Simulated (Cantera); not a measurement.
What does this Cantera script print?

```python
import numpy as np
import cantera as ct

gas_names = """
    CL CLO CL2 H HCL HNO HNO2 HNO3 HOCL HO2 H2 H2O H2O2 N NH NH2 NH3 NH2OH NO NO2 NO3 N2 N2H2 N2H4 N2O O
    OH O2 O3
""".split()
cond_names = """
    H2O(s) H2O(L) NH4CL(a) NH4CL(b)
""".split()


# ... load() reads the species with a 1 bar reference pressure and builds the phases ...
atoms = {
    'HCl': {'H': 1, 'CL': 1},
    'H2O': {'H': 2, 'O': 1},
    'N2': {'N': 2},
}
top_T = {}  # K; cautious upper limits of use, not melting points


# ... equilibrate(T, P, feed) seeds the gas with the atoms and calls Mixture.equilibrate('TP', solver="vcs", rtol=1e-11, max_steps=5000) ...
results = []
feed = {'HCl': 1, 'H2O': 0.53, 'N2': 0.65}  # mol
T = 1350  # K
P = 2800000  # Pa
mix = equilibrate(T, P, feed)
results.append((T, P, feed, dict(zip(mix.species_names, mix.species_moles))))
x = sorted(zip(gas.X, gas.species_names), reverse=True)
print(f"T = {T:g} K  P = {P:g} Pa  gas = {mix.phase_moles(0):.4g} mol")
print("   x: " + "  ".join(f"{s} {v:.3e}" for v, s in x if v > 1e-05))
print("   condensed (mol): " + ("  ".join(f"{mix.phase(i).name} {mix.phase_moles(i):.4g}"
      for i in range(1, mix.n_phases) if mix.phase_moles(i) > 1e-12) or "none"))
```

It prints:

```
T = 1350 K  P = 2.8e+06 Pa  gas = 2.18 mol
   x: HCL 4.586e-01  N2 2.982e-01  H2O 2.431e-01  H2 5.420e-05  CL2 4.209e-05  CL 2.337e-05
   condensed (mol): none
```

These are equilibrium values from Cantera (NASA tables, ideal gas, pure condensed phases), not measurements of a reactor.
